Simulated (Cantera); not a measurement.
# Hydrogen reduction and annealing atmospheres: TiO₂ + H₂

Charge: 1 mol TiO₂, a varied amount of H₂, held at 1423.15 K and 0.110 bar.

Cantera equilibrium calculation (NASA polynomials, part measured and part estimated; ideal gas, pure solids and liquids). Candidate condensed phases: H₂O, Ti, TiO, TiO₂, Ti₂O₃, Ti₃O₅, Ti₄O₇; 12 gas species. Mutual solubility and eutectic melting of coexisting phases are not modelled. Condensed phases not in the tables: Magnéli phases beyond Ti₄O₇. Equilibrium is a limit: real reactors are often held back by kinetics, nucleation or transport.

From 5.3 mol H₂ to 28 mol H₂ the condensed part is TiO₂(rutile) + Ti₄O₇(s). From 42 mol H₂ to 96 mol H₂ the condensed part is Ti₄O₇(s). At 150 mol H₂ the condensed part is Ti₃O₅(s) + Ti₄O₇(s). From 220 mol H₂ to 330 mol H₂ the condensed part is Ti₃O₅(s).

```csv
n(H₂) (mol),x H₂,x H₂O,x H,x OH,n TiO₂(rutile),n Ti₄O₇(s),n Ti₃O₅(s)
5.3,0.991,0.00878,2.00e-5,3.84e-9,0.814,0.0466,0
8,0.991,0.00878,2.00e-5,3.84e-9,0.719,0.0703,0
12,0.991,0.00878,2.00e-5,3.84e-9,0.578,0.105,0
18,0.991,0.00878,2.00e-5,3.84e-9,0.367,0.158,0
28,0.991,0.00878,2.00e-5,3.84e-9,0.0161,0.246,0
42,0.994,0.00595,2.00e-5,2.60e-9,0,0.250,0
63,0.996,0.00397,2.00e-5,1.73e-9,0,0.250,0
96,0.997,0.00260,2.00e-5,1.14e-9,0,0.250,0
150,0.998,0.00213,2.00e-5,9.29e-10,0,0.0421,0.277
220,0.998,0.00152,2.01e-5,6.61e-10,0,0,0.333
330,0.999,0.00101,2.01e-5,4.40e-10,0,0,0.333
```
x: gas mole fraction; n: condensed amount in mol.
